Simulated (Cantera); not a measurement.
A Cantera script and its output.

```python
import numpy as np
import cantera as ct

gas = ct.Solution("SiF4_NH3_mec.yaml", "gas")
gas.TPX = 1875, 1333, {'NH3': 1, 'H2': 0.35}
reactor = ct.IdealGasConstPressureReactor(gas, energy="off", clone=False)
net = ct.ReactorNet([reactor])
net.rtol, net.atol = 1e-08, 1e-18
show = ['NH3', 'H2', 'NH', 'N2H4', 'N']
times = np.geomspace(4e-06, 200, 10)

steps = ct.SolutionArray(gas, extra=["t"])
rows = []
print(f"{'t/s':>10s}{'T/K':>9s}{'P/Pa':>11s}" + "".join(f"{s:>11s}" for s in show))
for t in times:
    while net.time < t:
        t_next = net.step()
        steps.append(gas.state, t=t_next)
    rows.append([np.interp(t, steps.t, y) for y in (steps.T, steps.P, *steps(*show).X.T)])
    print(f"{t:10.3e}{rows[-1][0]:9.1f}{rows[-1][1]:11.4g}" + "".join(f"{x:11.3e}" for x in rows[-1][2:]))
rate = np.gradient(steps.T, steps.t)
print("integrator steps:", len(steps.t))
if steps.T.max() > steps.T[0] + 200:
    print(f"time of steepest temperature rise: {steps.t[rate.argmax()]:.4e} s")
gas.TPX = 1875, 1333, {'NH3': 1, 'H2': 0.35}
gas.equilibrate("TP")
print(f"equilibrium (TP): T = {gas.T:.1f} K  " + "  ".join(f"{s} {gas[s].X[0]:.3e}" for s in show))
```

It prints:

```
       t/s      T/K       P/Pa        NH3         H2         NH       N2H4          N
 4.000e-06   1875.0       1333  7.407e-01  2.593e-01  2.844e-14  1.983e-17  1.529e-20
 2.867e-05   1875.0       1333  7.407e-01  2.593e-01  6.499e-12  9.426e-15  8.863e-17
 2.056e-04   1875.0       1333  7.407e-01  2.593e-01  9.728e-10  1.226e-12  3.060e-13
 1.474e-03   1875.0       1333  7.406e-01  2.593e-01  7.506e-08  7.298e-11  3.181e-10
 1.056e-02   1875.0       1333  7.399e-01  2.595e-01  3.366e-06  3.438e-09  9.414e-08
 7.573e-02   1875.0       1333  7.269e-01  2.686e-01  9.989e-06  1.078e-08  4.587e-07
 5.429e-01   1875.0       1333  6.365e-01  3.330e-01  9.872e-06  8.932e-09  5.034e-07
 3.892e+00   1875.0       1333  2.910e-01  5.793e-01  7.997e-06  3.007e-09  5.928e-07
 2.790e+01   1875.0       1333  1.116e-02  7.783e-01  2.368e-06  3.221e-11  5.096e-07
 2.000e+02   1875.0       1333  3.610e-06  7.827e-01  1.734e-08  7.343e-17  1.780e-08
integrator steps: 1580
equilibrium (TP): T = 1875.0 K  NH3 1.062e-07  H2 7.827e-01  NH 5.099e-10  N2H4 6.609e-20  N 5.237e-10
```

Model: the gas-phase N/H chemistry of the illustrative SiF4/NH3 mechanism in the Surface Chemkin manual (1991), integrated in Cantera. Walls and surfaces, which speed up NH3 decomposition in real reactors, are not modelled.
